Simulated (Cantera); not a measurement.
A freely propagating, adiabatic, planar premixed flame of 10.7 % CH4, 0.449 % H2, 18.0 % O2, 67.7 % N2, 3.21 % H2O, equivalence ratio 1.2, unburnt at 475 K and 0.220 bar; mixture-averaged transport, grid criteria slope 0.08 and curve 0.16, no radiation.

Model: GRI-Mech 3.0 (53 species, 325 reactions), integrated in Cantera. Burning velocities carry a grid error of a few per cent, more on coarse grids.

x: mole fraction of selected species; z is measured from the peak of heat release.

```
z (mm)  T (K)  u (m/s)    x CH4     x H2     x O2      x CO    x C2H6    x CH2
------  -----  -------  -------  -------  -------  --------  --------  -------
-4.33     475     1.01    0.107  0.00549    0.179   7.00e-7     <1e-8    <1e-8
-2.89     476     1.01    0.106  0.00801    0.179   1.65e-5   2.80e-7    <1e-8
-2.17     482     1.03    0.106   0.0117    0.178  0.000126   3.34e-6    <1e-8
-1.44     ___     1.17    0.101   0.0199    0.173   0.00163   8.56e-5    <1e-8
-0.722    ___     2.14   0.0713   0.0343    0.139    0.0174   0.00126  5.98e-7
-0.361    ___     3.08   0.0385   0.0413   0.0971    0.0389   0.00115  1.66e-5
0         ___     3.91  0.00999   0.0430   0.0502    0.0607  0.000110  7.55e-5
0.361    1893     4.27  0.00104   0.0380   0.0224    0.0647   1.04e-6  3.40e-5
0.722    1929     4.34  6.06e-5   0.0342   0.0118    0.0585     <1e-8  3.26e-6
1.44     1949     4.37  1.78e-7   0.0335  0.00696    0.0498     <1e-8  1.28e-8
2.89     1969     4.40    <1e-8   0.0342  0.00574    0.0456     <1e-8    <1e-8
5.77     1995     4.45    <1e-8   0.0338  0.00499    0.0448     <1e-8    <1e-8
11.5     2033     4.52    <1e-8   0.0329  0.00399    0.0446     <1e-8    <1e-8
```

Q: Some entries are withheld; supply them.

A: 
- -1.44, T (K): 545
- -0.722, T (K): 974
- -0.361, T (K): 1383
- 0, T (K): 1739
